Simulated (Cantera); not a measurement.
Thermodynamics of carbon deposition, reforming and gasification, feed acetone + CO₂ + H₂

Input: 1 mol acetone, 0.12 mol CO₂, 46 mol H₂, equilibrated at 2950 K and 10000 Pa.

Method: chemical equilibrium by Gibbs-energy minimisation in Cantera with the NASA 1993 tables (ideal gas, pure condensed phases). Candidate condensed phases: C, C₆H₆, C₇H₈, C₈H₁₈, H₂O; 110 gas species. The feed counts by its element totals alone. Kinetics and transport are ignored.

```json
{
  "x(H₂)": "0.626",
  "x(H)": "0.338",
  "x(CO)": "0.0205",
  "x(C₂H₂ (acetylene))": "0.0132",
  "x(C₂H)": "0.00114",
  "x(C₃)": "0.000448",
  "x(C)": "0.000196",
  "x(C₄H₂)": "0.000116",
  "x(C₂)": "7.18e-5",
  "gas_amount": "60.55 mol",
  "log10 activity of C(graphite) (absent)": "-0.20"
}
```
